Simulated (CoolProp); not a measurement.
Vapour pressure (kPa) of tetradecamethylhexasiloxane (MD4M): the reference equation beside estimates from Tc = 653.2 K, pc = 828.6 kPa, ω = 0.800.

Values from CoolProp's reference Helmholtz-energy equation of state, Thol 2019.

```csv
T (K),reference,Lee-Kesler,van der Waals,Soave-Redlich-Kwong
521.5,78.44,77.00,314.7,78.76
527.8,90.58,88.92,332.6,91.07
534,103.9,102.0,350.8,104.6
540.3,119.0,116.9,370.0,120.0
546.6,135.7,133.3,389.8,137.1
552.8,153.9,151.3,410.0,155.7
559.1,174.3,171.4,431.1,176.5
565.4,196.7,193.6,452.9,199.5
571.6,220.8,217.6,475.0,224.3
577.9,247.7,244.3,498.1,252.0
584.2,277.1,273.6,521.9,282.1
590.4,308.7,305.1,545.9,314.5
596.7,343.6,339.9,571.1,350.2
```

Absolute difference from the reference over all 13 rows, mean and median: Lee-Kesler 1.6 and 1.7 %, van der Waals 161.2 and 147.3 %, Soave-Redlich-Kwong 1.3 and 1.3 %.
